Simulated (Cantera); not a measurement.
An isothermal, constant-pressure homogeneous reactor starts with 9.91 % H2, 90.1 % O2, at 1425 K and 0.0133 bar.

Model: GRI-Mech 3.0 (53 species, 325 reactions), integrated in Cantera. Radical loss at walls, strong at low pressure, is not modelled. The temperature is held fixed by assumption; the heat of reaction is taken as removed at once.

One state of this run: x H2 = 8.29e-6; x O2 = 0.895; x OH = 0.000616; x H = 2.24e-6; x H2O = 0.104. x: mole fraction; the columns are a selection and need not sum to one.

**Question.** Which value of t (s) does it belong to?
A. 23.4
B. 1.28
C. 0.00385
D. 0.000900

**Answer.** B, 1.28
